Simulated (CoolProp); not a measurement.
A Linde-Hampson liquefier for ethylene: isothermal reversible compression at 320 K from 1 atm to 5 MPa, throttling to 1 atm, return gas leaving the recuperator 0 K below the feed. Each further row changes one setting.

Values from CoolProp's reference Helmholtz-energy equation of state, Smukala 2000.

```json
[
 {"case": "as stated", "liquid yield per pass": "…", "compression work (kJ/kg of gas)": "347"},
 {"case": "high pressure 10 MPa", "liquid yield per pass": "…", "compression work (kJ/kg of gas)": "…"},
 {"case": "warm-end temperature 350 K", "liquid yield per pass": "0.087", "compression work (kJ/kg of gas)": "387"},
 {"case": "warm-end gap 5 K", "liquid yield per pass": "0.110", "compression work (kJ/kg of gas)": "347"}
]
```

Fill in the missing entries.


- as stated, liquid yield per pass: 0.121
- high pressure 10 MPa, liquid yield per pass: 0.320
- high pressure 10 MPa, compression work (kJ/kg of gas): 386
